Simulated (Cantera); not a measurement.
Charge: 1 mol SiHCl₃, 0.018 mol C₃H₈, 140 mol H₂, held at 1673 K and 1.00 bar.

Cantera equilibrium calculation (NASA polynomials, part measured and part estimated; ideal gas, pure solids and liquids). Candidate condensed phases: C, C₆H₆, C₇H₈, C₈H₁₈, Si, SiC; 109 gas species. Mutual solubility and eutectic melting of coexisting phases are not modelled. The tables' values for SiCl₃ are old estimates; treat these amounts as uncertain. Gases not in the tables: Si₂H₆ and higher silanes. Rates play no part.

Base state: H₂ 0.980, HCl 0.0185, SiCl₂ 0.00126, H 0.000113, SiCl₃ 2.16e-5, CH₄ 1.56e-5, SiH₂Cl₂ 1.21e-5, SiH₂ 1.08e-5 (mole fractions); condensed: Si(s) + SiC(s).

Q: What changes in the equilibrium state with this change: H₂ from 140 to 12 mol?

A: 
```csv
species,before,after
H₂,0.980,0.846
HCl,0.0185,0.102
SiCl₂,0.00126,0.0446
SiCl₄,7.77e-7,0.000979
SiCl₃,2.16e-5,0.00458
SiHCl₃,7.39e-6,0.00145
SiH₂Cl₂,1.21e-5,0.000371
SiH₃Cl,6.01e-6,2.87e-5
"Si(s), mol",0.761,0.218
"SiC(s), mol",0.0518,0.0538
```
